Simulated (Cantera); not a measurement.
Charge: 1 mol B2H6, 12 mol H2O, 2.3 mol N2, at 17.0 mbar.

Method: chemical equilibrium by Gibbs-energy minimisation in Cantera with the NASA 1993 tables (ideal gas, pure condensed phases). Candidate condensed phases: B, BN, B2O3, B3O3H3, H2O; 39 gas species. The feed counts by its element totals alone. Rates play no part. All values below are at 2225 K.

Base state: H2O 0.428, H2 0.311, N2 0.123, HBO2 0.0977, H 0.0277, OH 0.00552, B2O3 0.00321, BO2 0.00152 (mole fractions); condensed: gas only.

What changes in the equilibrium state with this change: H2O from 12 to 1.1 mol?


```json
[
 {"species": "H2", "before": "0.311", "after": "0.547"},
 {"species": "N2", "before": "0.123", "after": "0.272"},
 {"species": "HBO", "before": "0.000797", "after": "0.0691"},
 {"species": "H2O", "before": "0.428", "after": "1.15e-5"},
 {"species": "B2O2", "before": "4.11e-6", "after": "0.0175"},
 {"species": "HBO2", "before": "0.0977", "after": "0.000129"},
 {"species": "BO", "before": "0.000844", "after": "0.0552"},
 {"species": "H", "before": "0.0277", "after": "0.0368"},
 {"species": "B2O", "before": "<1e-9", "after": "0.000973"},
 {"species": "BH2", "before": "<1e-9", "after": "0.000588"},
 {"species": "O2", "before": "0.000197", "after": "<1e-9"},
 {"species": "B", "before": "<1e-9", "after": "0.000163"},
 {"species": "BN(s), mol", "before": "0", "after": "0.890"}
]
```
The tables' values for BH2 are old estimates; treat these amounts as uncertain.
